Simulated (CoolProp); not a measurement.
Vapour-liquid equilibrium of propylene (1) + R115 (2) at 0.0588 MPa; x and y are mole fractions of (1).

The numbers come from the multi-fluid Helmholtz-energy mixture model, Lemmon 2013 and Lemmon 2016; pair parameters Bell 2016 in CoolProp.

```tsv
x	bubble temperature, mixture model (°C)	bubble temperature, Raoult's law (°C)	y, mixture model	y, Raoult's law
0.05	-52.9	-51.2	0.149	0.073
0.2	-57.6	-52.6	0.421	0.273
0.35	-59.9	-53.9	0.555	0.449
0.5	-61.0	-55.2	0.631	0.603
0.65	-61.4	-56.4	0.687	0.739
0.8	-61.3	-57.5	0.755	0.860
0.95	-60.0	-58.6	0.902	0.967
```

The largest gap from Raoult's law is -6.0 K in bubble temperature, at x = 0.35. y crosses x between x = 0.65 and 0.8: the model has an azeotrope there.

Pair parameters are fitted to limited data, so mixtures are less certain than the pure fluids.
